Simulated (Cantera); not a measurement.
# Stirred combustor or abatement burner

A perfectly stirred reactor is fed with CH4 : H2 : O2 : N2 = 1 : 0.38 : 4.06 : 15.2 (molar parts), equivalence ratio 0.54, at 100000 Pa; it is adiabatic with a 698 K inlet, and is followed from long to short residence time, starting on the burning branch (τ in s: 0.15, 0.065, 0.027, 0.012, 0.0049, 0.0021, 0.00087, 0.00036, 0.00015, 6.5e-05, 2.7e-05, 1.2e-05, 4.9e-06).

Cantera simulation using GRI-Mech 3.0 (53 species, 325 reactions); the numbers are that mechanism's predictions, not measurements.

```
τ (s)    T (K)     x CH4      x H2    x O2      x CO    x C2H2   x CO2    x HCN
-------  -----  --------  --------  ------  --------  --------  ------  -------
0.15      1889   4.48e-6   9.99e-5  0.0911  0.000234  1.54e-10  0.0486  6.62e-9
0.065     1886   8.08e-6  0.000154  0.0911  0.000380  3.32e-10  0.0485  7.09e-9
0.027     1880   1.44e-5  0.000257  0.0910  0.000659  6.09e-10  0.0482  8.05e-9
0.012     1870   2.40e-5  0.000422  0.0911   0.00110  9.53e-10  0.0477  9.68e-9
0.0049    1854   4.24e-5  0.000725  0.0912   0.00194   1.48e-9  0.0468  1.31e-8
0.0021    1829   7.38e-5   0.00118  0.0915   0.00324   2.27e-9  0.0453  1.93e-8
0.00087   1791  0.000137   0.00188  0.0923   0.00543   3.90e-9  0.0429  3.09e-8
0.00036   1735  0.000279   0.00286  0.0941   0.00899   8.34e-9  0.0390  5.09e-8
0.00015   1657  0.000667   0.00420  0.0982    0.0149   2.73e-8  0.0323  8.61e-8
6.5e-5    1520   0.00291   0.00778   0.111    0.0258   3.63e-7  0.0186  1.64e-7
2.7e-5     698    0.0484    0.0184   0.197    <1e-12    <1e-12  <1e-12   <1e-12
1.2e-5     698    0.0484    0.0184   0.197    <1e-12    <1e-12  <1e-12   <1e-12
4.9e-6     698    0.0484    0.0184   0.197    <1e-12    <1e-12  <1e-12   <1e-12
```
x: mole fraction; the columns are a selection and need not sum to one.
